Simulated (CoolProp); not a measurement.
Model: reference Helmholtz-energy equation of state, Younglove 1994, in CoolProp. It is a modified Benedict-Webb-Rubin equation, recast in Helmholtz form.

**Question.** For R123, give the phase and the speed of sound (m/s), Joule-Thomson coefficient (K/MPa), isothermal compressibility (1/MPa), conductivity (mW/(m K)) at 268.3 K and 32 MPa.

**Answer.** 
- 268.3 K and 32 MPa: liquid; speed of sound 938, Joule-Thomson coefficient -0.439, isothermal compressibility 0.000976, conductivity 95.4

Thermal conductivity comes from a separate model (Laesecke 1996).
